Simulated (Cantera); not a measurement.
Input: 1 mol C₂H₅OH, 1.1 mol CO₂, 23 mol H₂, at 773.15 K and 1 atm.

Equilibrium computed with Cantera from the NASA thermochemical tables; the gas is ideal and each condensed phase is pure. Candidate condensed phases: C, C₆H₆, C₇H₈, C₈H₁₈, H₂O; 110 gas species. The numbers say what is thermodynamically allowed, not how fast it happens.

Base state: H₂ 0.727, H₂O 0.138, CH₄ 0.134, CO 0.000469, CO₂ 0.000456 (mole fractions); condensed: gas only.

What changes in the equilibrium state with this change: temperature from 773.15 K to 2225 K?


| species | before | after |
|---|---|---|
| H₂ | 0.727 | 0.884 |
| CO | 0.000469 | 0.106 |
| H | <1e-9 | 0.00605 |
| H₂O | 0.138 | 0.00335 |
| CH₄ | 0.134 | 2.95e-7 |
| CO₂ | 0.000456 | 7.49e-5 |

What changes in the equilibrium state with this change: temperature from 773.15 K to 1823.15 K?


```json
[
 {"species": "H₂", "before": "0.727", "after": "0.890"},
 {"species": "CO", "before": "0.000469", "after": "0.106"},
 {"species": "H₂O", "before": "0.138", "after": "0.00334"},
 {"species": "CH₄", "before": "0.134", "after": "4.19e-6"},
 {"species": "H", "before": "<1e-9", "after": "0.000406"},
 {"species": "CO₂", "before": "0.000456", "after": "0.000102"}
]
```
